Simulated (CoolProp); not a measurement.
R1234yf along the isotherm 410 K: fugacity coefficient from the reference equation and from simpler models built on Tc = 367.8 K, pc = 33.84 bar, ω = 0.276; each cubic takes its own stable root.

Computed with CoolProp (reference Helmholtz-energy equation of state, Lemmon 2022).

```tsv
p (bar)	phase	reference
7.69	gas	0.9462
15.4	gas	0.8936
23.1	gas	0.8425
30.8	gas	0.7927
38.5	supercritical	0.7442
46.2	supercritical	0.6969
53.8	supercritical	0.6517
61.5	supercritical	0.6084
69.2	supercritical	0.5695
76.9	supercritical	0.5359
84.6	supercritical	0.5074
```

### Question
How far does each simpler model (van der Waals, Redlich-Kwong, Soave-Redlich-Kwong, Peng-Robinson) lie from the reference over these 11 states: mean and median of the absolute difference, and the worst?

### Answer
- van der Waals: mean 1.0 %, median 0.6 %, worst -2.3 % at 410 K and 61.5 bar
- Redlich-Kwong: mean 1.3 %, median 1.4 %, worst -2.2 % at 410 K and 61.5 bar
- Soave-Redlich-Kwong: mean 2.1 %, median 1.6 %, worst +5.4 % at 410 K and 84.6 bar
- Peng-Robinson: mean 1.7 %, median 1.7 %, worst -2.5 % at 410 K and 46.2 bar
